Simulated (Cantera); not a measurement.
A Cantera script and what it prints.

```python
import numpy as np
import cantera as ct

gas_names = """
    AL ALH ALI ALI3 ALN AL2 AL2I6 H HI H2 I I2 N NH NH2 NH3 N2 N2H2 N2H4
""".split()
cond_names = """
    AL(cr) AL(L) ALI3(s) ALI3(L) ALN(s) I2(cr) I2(L)
""".split()


def load(file, names, dense=False):
    # The tables refer to 1 bar. Condensed volumes are neglected.
    table = {s.name: s for s in ct.Species.list_from_file(file)}
    out = []
    for n in names:
        d = dict(table[n].input_data)
        d["thermo"] = dict(d["thermo"], **{"reference-pressure": 1e5})
        if dense:
            d["equation-of-state"] = {"model": "constant-volume", "density": "1e6 g/cm^3"}
        out.append(ct.Species.from_dict(d))
    return out


gas = ct.Solution(thermo="ideal-gas", species=load("nasa_gas.yaml", gas_names))
cond = {s.name: ct.Solution(thermo="fixed-stoichiometry", species=[s], name=s.name)
        for s in load("nasa_condensed.yaml", cond_names, dense=True)}
atoms = {
    'AlN': {'AL': 1, 'N': 1},
    'HI': {'H': 1, 'I': 1},
    'N2': {'N': 2},
}
top_T = {'ALN(s)': 2750}  # K; cautious upper limits of use, not melting points


def equilibrate(T, P, feed):
    n = {}
    for name, mol in feed.items():
        for a, k in atoms[name].items():
            n[a] = n.get(a, 0.0) + k * mol
    gas.TPX = T, P, n
    mass = sum(n.values()) * gas.mean_molecular_weight
    gas.equilibrate("TP")
    valid = [c for c in cond.values() if c.min_temp <= T <= top_T.get(c.name, c.max_temp)]
    mix = ct.Mixture([(gas, mass / gas.mean_molecular_weight)] + [(c, 0.0) for c in valid])
    mix.T, mix.P = T, P
    mix.equilibrate("TP", solver="vcs", rtol=1e-11, max_steps=5000)
    return mix


results = []
feed = {'AlN': 1, 'HI': 0.45, 'N2': 0.26}  # mol
P = 87000  # Pa
for T in [700, 750, 800, 850, 900, 950, 1000, 1050, 1100, 1150, 1200, 1250, 1300, 1350]:
    mix = equilibrate(T, P, feed)
    results.append((T, P, feed, dict(zip(mix.species_names, mix.species_moles))))

top = {s: max(r[3][s] / sum(r[3][g] for g in gas_names) for r in results) for s in gas_names}
cols = sorted((s for s in top if top[s] > 1e-05), key=lambda s: -top[s])[:5]
seen = [c for c in cond_names if any(r[3].get(c, 0) > 1e-12 for r in results)]
print("log10 of partial pressures in bar; condensed amounts in mol")
print(f"{'T/K':>10s}" + "".join(f"{s[:9]:>10s}" for s in cols + seen))
for T, P, feed, n in results:
    ng = sum(n[g] for g in gas_names)
    print(f"{T:10.4g}" + "".join(f"{np.log10(max(n[s] / ng * P / 1e5, 1e-99)):10.3f}" for s in cols)
          + "".join(f"{n.get(c, 0):10.4g}" for c in seen))
```

Output:

```
log10 of partial pressures in bar; condensed amounts in mol
       T/K        HI        N2        H2      ALI3         I    ALN(s)
       700    -0.434    -0.467    -1.036    -1.397    -3.764     0.964
       750    -0.460    -0.462    -0.989    -1.299    -3.402    0.9573
       800    -0.487    -0.457    -0.948    -1.228    -3.088    0.9508
       850    -0.514    -0.453    -0.913    -1.173    -2.813    0.9447
       900    -0.540    -0.449    -0.882    -1.131    -2.570    0.9392
       950    -0.566    -0.446    -0.857    -1.098    -2.354    0.9345
      1000    -0.591    -0.444    -0.835    -1.071    -2.160    0.9304
      1050    -0.615    -0.442    -0.816    -1.052    -1.986     0.927
      1100    -0.639    -0.441    -0.800    -1.037    -1.828    0.9243
      1150    -0.663    -0.442    -0.786    -1.027    -1.685    0.9224
      1200    -0.686    -0.442    -0.774    -1.022    -1.555    0.9211
      1250    -0.709    -0.444    -0.764    -1.021    -1.436    0.9205
      1300    -0.731    -0.447    -0.756    -1.024    -1.327    0.9206
      1350    -0.755    -0.451    -0.749    -1.031    -1.228    0.9214
```

These are equilibrium values from Cantera (NASA tables, ideal gas, pure condensed phases), not measurements of a reactor.
